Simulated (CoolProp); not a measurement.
Vapour-liquid equilibrium of carbon dioxide (1) + R152A (2) at 238.5 K; x and y are mole fractions of (1).

The numbers come from the multi-fluid Helmholtz-energy mixture model, Span 1996 and Outcalt 1996; pair parameters Bell 2016 in CoolProp.

Question: Give the bubble pressure and the first vapour's composition at x = 0.2, 0.5, 0.725. Is there an azeotrope?

Answer: x = 0.2: 288.9 kPa, y = 0.815; x = 0.5: 626.8 kPa, y = 0.939; x = 0.725: 880.2 kPa, y = 0.973. No azeotrope shows between x = 0.05 and 0.95.

The pair parameters rest on a limited set of measurements; away from them the model extrapolates.
